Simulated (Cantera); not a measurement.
What does this Cantera script print?

```python
import numpy as np
import cantera as ct

gas_names = """
    B BCL BCL2 BCL3 BO BOCL BO2 B2 B2O B2O2 B2O3 B3O3CL3 CL CLO CL2 O O2 O3
""".split()
cond_names = """
    B(b) B(L) B2O3(L)
""".split()


def load(file, names, dense=False):
    # The tables refer to 1 bar. Condensed volumes are neglected.
    table = {s.name: s for s in ct.Species.list_from_file(file)}
    out = []
    for n in names:
        d = dict(table[n].input_data)
        d["thermo"] = dict(d["thermo"], **{"reference-pressure": 1e5})
        if dense:
            d["equation-of-state"] = {"model": "constant-volume", "density": "1e6 g/cm^3"}
        out.append(ct.Species.from_dict(d))
    return out


gas = ct.Solution(thermo="ideal-gas", species=load("nasa_gas.yaml", gas_names))
cond = {s.name: ct.Solution(thermo="fixed-stoichiometry", species=[s], name=s.name)
        for s in load("nasa_condensed.yaml", cond_names, dense=True)}
atoms = {
    'B2O3': {'B': 2, 'O': 3},
    'BCl3': {'B': 1, 'CL': 3},
    'O2': {'O': 2},
}
top_T = {}  # K; cautious upper limits of use, not melting points


def equilibrate(T, P, feed):
    n = {}
    for name, mol in feed.items():
        for a, k in atoms[name].items():
            n[a] = n.get(a, 0.0) + k * mol
    gas.TPX = T, P, n
    mass = sum(n.values()) * gas.mean_molecular_weight
    gas.equilibrate("TP")
    valid = [c for c in cond.values() if c.min_temp <= T <= top_T.get(c.name, c.max_temp)]
    mix = ct.Mixture([(gas, mass / gas.mean_molecular_weight)] + [(c, 0.0) for c in valid])
    mix.T, mix.P = T, P
    mix.equilibrate("TP", solver="vcs", rtol=1e-11, max_steps=5000)
    return mix


results = []
feed = {'B2O3': 1, 'BCl3': 4, 'O2': 13}  # mol
P = 16  # Pa
for T in [798, 898, 998, 1098, 1198, 1298, 1398]:
    mix = equilibrate(T, P, feed)
    results.append((T, P, feed, dict(zip(mix.species_names, mix.species_moles))))

top = {s: max(r[3][s] / sum(r[3][g] for g in gas_names) for r in results) for s in gas_names}
cols = sorted((s for s in top if top[s] > 1e-06), key=lambda s: -top[s])[:8]
seen = [c for c in cond_names if any(r[3].get(c, 0) > 1e-12 for r in results)]
print("log10 of partial pressures in bar; condensed amounts in mol")
print(f"{'T/K':>10s}" + "".join(f"{s[:9]:>10s}" for s in cols + seen))
for T, P, feed, n in results:
    ng = sum(n[g] for g in gas_names)
    print(f"{T:10.4g}" + "".join(f"{np.log10(max(n[s] / ng * P / 1e5, 1e-99)):10.3f}" for s in cols)
          + "".join(f"{n.get(c, 0):10.4g}" for c in seen))
```

Output:

```
log10 of partial pressures in bar; condensed amounts in mol
       T/K        O2        CL       CL2      B2O3      BOCL       BO2       CLO         O   B2O3(L)
       798    -4.000    -7.160    -4.222   -16.788   -14.297   -16.167   -10.072   -15.139         3
       898    -4.001    -6.259    -4.225   -13.847   -12.083   -13.714    -9.333   -13.302         3
       998    -4.004    -5.542    -4.236   -11.517   -10.328   -11.762    -8.748   -11.832         3
      1098    -4.015    -4.970    -4.279    -9.626    -8.915   -10.174    -8.289   -10.632         3
      1198    -4.042    -4.534    -4.399    -8.065    -7.783    -8.862    -7.958    -9.640     2.998
      1298    -4.085    -4.251    -4.673    -6.754    -6.911    -7.763    -7.774    -8.810      2.97
      1398    -4.125    -4.125    -5.145    -5.640    -6.286    -6.825    -7.737    -8.100     2.649
```

Method: chemical equilibrium by Gibbs-energy minimisation in Cantera with the NASA 1993 tables (ideal gas, pure condensed phases). The tables' values for BOCl are old estimates; treat these amounts as uncertain.
